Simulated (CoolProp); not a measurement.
Vapour-liquid equilibrium of R134a (1) + R245fa (2) at 309.6 K; x and y are mole fractions of (1).

Values from CoolProp's multi-fluid Helmholtz-energy mixture model, Tillner-Roth 1994 and Akasaka 2015; pair parameters Akasaka 2014.

```csv
x,"bubble pressure, mixture model (MPa)","bubble pressure, Raoult's law (MPa)","y, mixture model","y, Raoult's law"
0.05,0.2553,0.2577,0.162,0.179
0.125,0.3043,0.3102,0.340,0.372
0.2,0.3534,0.3628,0.471,0.509
0.275,0.4027,0.4153,0.571,0.611
0.35,0.4525,0.4679,0.651,0.691
0.425,0.5028,0.5204,0.716,0.754
0.5,0.5538,0.5729,0.771,0.806
0.575,0.6057,0.6255,0.818,0.849
0.65,0.6586,0.6780,0.859,0.885
0.725,0.7127,0.7306,0.895,0.916
0.8,0.7681,0.7831,0.927,0.943
0.875,0.8249,0.8356,0.957,0.967
0.95,0.8834,0.8882,0.983,0.987
```

The largest gap from Raoult's law is -3.4 % in bubble pressure, at x = 0.425. No azeotrope shows between x = 0.05 and 0.95.

Pair parameters are fitted to limited data, so mixtures are less certain than the pure fluids.
